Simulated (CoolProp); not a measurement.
Vapour-liquid equilibrium of diethyl ether (1) + methanol (2) at 8.18 bar; x and y are mole fractions of (1).

Model: multi-fluid Helmholtz-energy mixture model, Thol 2014 and de Reuck 1993; pair parameters Bell 2016, in CoolProp.

Task: Give the bubble temperature and the first vapour's composition at x = 0.65, 0.75, 0.85. Is there an azeotrope?

Result: x = 0.65: 381.8 K, y = 0.695; x = 0.75: 381.4 K, y = 0.761; x = 0.85: 381.4 K, y = 0.838. y crosses x between x = 0.75 and 0.85: the model has an azeotrope there.

Pair parameters are fitted to limited data, so mixtures are less certain than the pure fluids.
